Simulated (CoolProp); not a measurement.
Chloromethane (R40) along the isobar 7.07 bar: Z from the reference equation and from simpler models built on Tc = 145.5 °C, pc = 69.29 bar, ω = 0.150; each cubic takes its own stable root.

Computed with CoolProp (reference Helmholtz-energy equation of state, Thol 2014).

| T (°C) | phase | reference |
|---|---|---|
| 140.95 | gas | 0.9601 |
| 153.25 | gas | 0.9640 |
| 165.55 | gas | 0.9673 |
| 177.75 | gas | 0.9703 |
| 190.05 | gas | 0.9729 |
| 202.35 | gas | 0.9753 |
| 214.55 | gas | 0.9774 |
| 226.85 | gas | 0.9793 |

Question: How far does each simpler model (Pitzer virial, van der Waals, Redlich-Kwong, Soave-Redlich-Kwong, Peng-Robinson) lie from the reference over these 8 states: mean and median of the absolute difference, and the worst?

Answer: 
- Pitzer virial: mean 0.2 %, median 0.2 %, worst +0.4 % at 140.95 °C and 7.07 bar
- van der Waals: mean 0.4 %, median 0.4 %, worst +0.8 % at 140.95 °C and 7.07 bar
- Redlich-Kwong: mean 0.1 %, median 0.1 %, worst +0.3 % at 140.95 °C and 7.07 bar
- Soave-Redlich-Kwong: mean 0.2 %, median 0.2 %, worst +0.3 % at 140.95 °C and 7.07 bar
- Peng-Robinson: mean 0.2 %, median 0.2 %, worst -0.2 % at 226.85 °C and 7.07 bar
